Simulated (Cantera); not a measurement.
A perfectly stirred reactor is fed with 74.6 % CH4, 25.4 % H2O, at 0.454 atm; it is held at 2100 K, and followed from long to short residence time.

Model: GRI-Mech 3.0 (53 species, 325 reactions), integrated in Cantera. GRI-Mech 3.0 stops at C3 and has no aromatics, soot or wall deposition, so with more carbon than oxygen in the feed, carbon stays in small species such as C2H2 where larger ones or solid carbon would form.

Predict: x(CH4) at τ = 12.0 s; x(H2O) at τ = 12.0 s; x(H2) at τ = 12.0 s; x(CH4) at τ = 39.0 ms; x(H2O) at τ = 39.0 ms; x(H2) at τ = 39.0 ms.


```
Property                 Result
---------------------  --------
x(CH4) at τ = 12.0 s    0.00123
x(H2O) at τ = 12.0 s   0.000115
x(H2) at τ = 12.0 s       0.745
x(CH4) at τ = 39.0 ms    0.0151
x(H2O) at τ = 39.0 ms    0.0257
x(H2) at τ = 39.0 ms      0.715
```
